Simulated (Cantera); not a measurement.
A closed system holds: 1 mol Si3N4, 6 mol HCl, 16 mol N2, at 18.0 mbar.

Method: chemical equilibrium by Gibbs-energy minimisation in Cantera with the NASA 1993 tables (ideal gas, pure condensed phases). Candidate condensed phases: NH4Cl, Si, Si3N4; 28 gas species. The tables' values for SiCl3, SiCl are old estimates; treat these amounts as uncertain. Rates play no part.

x: gas mole fraction; n: condensed amount in mol.

| T (K) | x N2 | x HCl | x H2 | x SiCl2 | x SiCl4 | x SiCl3 | x H | n Si3N4(s) |
|---|---|---|---|---|---|---|---|---|
| 950 | 0.753 | 0.164 | 0.0555 | 1.74e-7 | 0.0277 | 1.20e-5 | ___ | 0.798 |
| 1025 | 0.751 | 0.170 | 0.0525 | 2.31e-6 | 0.0262 | 5.38e-5 | ___ | 0.809 |
| 1100 | 0.750 | 0.175 | 0.0500 | 2.14e-5 | 0.0248 | 0.000195 | ___ | 0.817 |
| 1175 | 0.749 | 0.179 | 0.0481 | 0.000147 | 0.0234 | 0.000594 | ___ | 0.823 |
| 1250 | 0.748 | 0.181 | 0.0466 | 0.000787 | 0.0217 | 0.00154 | ___ | 0.824 |
| 1325 | 0.747 | 0.181 | 0.0461 | 0.00334 | 0.0187 | 0.00339 | ___ | 0.812 |
| 1400 | 0.745 | 0.177 | 0.0475 | 0.0110 | 0.0136 | 0.00594 | ___ | 0.773 |
| 1475 | 0.743 | 0.163 | 0.0524 | 0.0267 | 0.00714 | 0.00748 | ___ | 0.691 |
| 1550 | 0.742 | 0.141 | 0.0617 | 0.0468 | 0.00250 | 0.00648 | ___ | 0.576 |
| 1625 | 0.742 | 0.114 | 0.0733 | 0.0653 | 0.000682 | 0.00438 | ___ | 0.460 |
| 1700 | 0.743 | 0.0889 | 0.0844 | 0.0800 | 0.000172 | 0.00264 | ___ | 0.357 |

**Question.** What belongs in the gaps?

**Answer.** 
- 950, x H: 9.77e-10
- 1025, x H: 7.44e-9
- 1100, x H: 4.31e-8
- 1175, x H: 2.00e-7
- 1250, x H: 7.78e-7
- 1325, x H: 2.62e-6
- 1400, x H: 7.90e-6
- 1475, x H: 2.21e-5
- 1550, x H: 5.83e-5
- 1625, x H: 0.000142
- 1700, x H: 0.000319
